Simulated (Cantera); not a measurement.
Input: 1 mol CCl₄, 0.073 mol CH₄, 0.26 mol F₂, held at 1.00 Torr.

Equilibrium computed with Cantera from the NASA thermochemical tables; the gas is ideal and each condensed phase is pure. Candidate condensed phases: C, C₆H₆, C₇H₈, C₈H₁₈; 135 gas species. Ions and electrons are included (thermal ionisation). The tables' values for CCl are old estimates; treat these amounts as uncertain. Kinetics and transport are ignored.

x: gas mole fraction; n: condensed amount in mol.

| T (°C) | x Cl | x C | x F | x HF | x C₃ | x H | x C₂ | n C(graphite) |
|---|---|---|---|---|---|---|---|---|
| 1727 | 0.893 | 2.28e-8 | 0.0287 | 0.0644 | 2.08e-8 | 1.83e-6 | 1.76e-9 | 1.02 |
| 1977 | 0.885 | 2.73e-6 | 0.0470 | 0.0631 | 4.87e-6 | 5.63e-5 | 4.29e-7 | 1.06 |
| 2227 | 0.881 | 0.000125 | 0.0520 | 0.0603 | 0.000373 | 0.00115 | 3.44e-5 | 1.06 |
| 2477 | 0.857 | 0.00283 | 0.0596 | 0.0482 | 0.0127 | 0.0107 | 0.00122 | 0.850 |
| 2727 | 0.777 | 0.0232 | 0.0746 | 0.0214 | 0.0534 | 0.0332 | 0.00888 | 0 |
| 2977 | 0.736 | 0.0757 | 0.0866 | 0.00564 | 0.0297 | 0.0474 | 0.0143 | 0 |
| 3227 | 0.697 | ___ | 0.0878 | ___ | ___ | 0.0494 | ___ | 0 |
| 3477 | 0.683 | 0.174 | 0.0880 | ___ | ___ | 0.0495 | ___ | 0 |
| 3727 | 0.681 | 0.180 | 0.0882 | 9.47e-5 | 3.62e-5 | 0.0496 | 0.00115 | 0 |
| 3977 | 0.680 | 0.181 | 0.0883 | 3.28e-5 | 3.45e-6 | 0.0496 | 0.000397 | 0 |
| 4227 | 0.680 | 0.182 | 0.0883 | 1.27e-5 | 4.20e-7 | 0.0496 | 0.000152 | 0 |
| 4477 | 0.679 | 0.182 | 0.0883 | 5.46e-6 | 6.34e-8 | 0.0496 | 6.40e-5 | 0 |
| 4727 | 0.679 | 0.182 | 0.0883 | 2.54e-6 | 1.15e-8 | 0.0496 | 2.93e-5 | 0 |

Task: Complete the blanks.

Result: 
- 3227, x C: 0.146
- 3227, x HF: 0.00123
- 3227, x C₃: 0.00615
- 3227, x C₂: 0.0105
- 3477, x HF: 0.000314
- 3477, x C₃: 0.000483
- 3477, x C₂: 0.00368
